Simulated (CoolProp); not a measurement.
Acetone along the isobar 23.1 MPa: Z from the reference equation and from simpler models built on Tc = 508.1 K, pc = 4.692 MPa, ω = 0.307; each cubic takes its own stable root.

Computed with CoolProp (reference Helmholtz-energy equation of state, Lemmon 2006). It is a short technical equation, of lower accuracy than the large ones.

```
T (K)   phase  reference  van der Waals  Redlich-Kwong  Soave-Redlich-Kwong  Peng-Robinson
-----  ------  ---------  -------------  -------------  -------------------  -------------
218.2  liquid     0.8374            ___          1.112                1.096         0.9785
228.8  liquid     0.8082          1.558          1.070                1.053         0.9399
239.4  liquid     0.7816            ___          1.032                1.014            ___
249.9  liquid     0.7578          1.447         0.9976               0.9794         0.8738
260.5  liquid     0.7358          1.399         0.9664               0.9476         0.8452
271    liquid     0.7159          1.355         0.9384               0.9190            ___
281.6  liquid     0.6976          1.314         0.9125               0.8927         0.7958
292.1  liquid        ___          1.276         0.8892               0.8690         0.7744
302.7  liquid     0.6656          1.241         0.8677               0.8471         0.7547
313.2  liquid     0.6517          1.209         0.8482                  ___         0.7370
323.8  liquid     0.6388          1.179         0.8302               0.8093         0.7207
334.3  liquid     0.6271          1.152         0.8139               0.7929         0.7060
344.9  liquid        ___          1.126         0.7989               0.7780         0.6926
```

Q: Some entries are withheld; supply them.

A: 
- 218.2, van der Waals: 1.622
- 239.4, van der Waals: 1.500
- 239.4, Peng-Robinson: 0.9051
- 271, Peng-Robinson: 0.8195
- 292.1, reference: 0.6810
- 313.2, Soave-Redlich-Kwong: 0.8274
- 344.9, reference: 0.6163
